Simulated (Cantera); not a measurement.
An isothermal, constant-pressure homogeneous reactor starts with 2.27 % C2H6, 97.7 % N2, at 1648 K and 10.5 Torr.

Cantera simulation using GRI-Mech 3.0 (53 species, 325 reactions); the numbers are that mechanism's predictions, not measurements. GRI-Mech 3.0 stops at C3 and has no aromatics, soot or wall deposition, so with more carbon than oxygen in the feed, carbon stays in small species such as C2H2 where larger ones or solid carbon would form. Radical loss at walls, strong at low pressure, is not modelled.

x: mole fraction; the columns are a selection and need not sum to one.

| t (s) | x C2H6 | x C2H2 | x CH4 | x CH3 | x H2 | x HCN | x C2H |
|---|---|---|---|---|---|---|---|
| 0.000400 | 0.0182 | 8.49e-6 | 0.000297 | (withheld) | 0.000989 | 1.09e-7 | 1.40e-9 |
| 0.000954 | 0.00990 | 0.000478 | 0.00141 | (withheld) | 0.00644 | 1.80e-6 | 1.61e-7 |
| 0.00228 | 0.00122 | 0.00550 | 0.00406 | (withheld) | 0.0189 | 7.82e-6 | 1.22e-6 |
| 0.00543 | 3.83e-5 | 0.0139 | 0.00454 | (withheld) | 0.0301 | 1.41e-5 | 1.23e-6 |
| 0.0129 | 6.81e-6 | 0.0179 | 0.00409 | (withheld) | 0.0351 | 1.64e-5 | 7.33e-7 |
| 0.0309 | 2.43e-6 | 0.0194 | 0.00365 | (withheld) | 0.0373 | 1.74e-5 | 4.80e-7 |
| 0.0737 | 1.02e-6 | 0.0200 | 0.00323 | (withheld) | 0.0384 | 1.81e-5 | 3.32e-7 |
| 0.176 | 4.51e-7 | 0.0203 | 0.00281 | (withheld) | 0.0391 | 1.87e-5 | 2.43e-7 |
| 0.419 | 2.27e-7 | 0.0205 | 0.00234 | (withheld) | 0.0399 | 1.92e-5 | 2.04e-7 |
| 1.00 | 1.23e-7 | 0.0208 | 0.00174 | (withheld) | 0.0408 | 1.99e-5 | 2.05e-7 |

### Question
Complete the blanks.

### Answer

- 0.000400, x CH3: 0.00583
- 0.000954, x CH3: 0.00937
- 0.00228, x CH3: 0.00610
- 0.00543, x CH3: 0.00172
- 0.0129, x CH3: 0.000729
- 0.0309, x CH3: 0.000402
- 0.0737, x CH3: 0.000244
- 0.176, x CH3: 0.000155
- 0.419, x CH3: 0.000108
- 1.00, x CH3: 7.94e-5
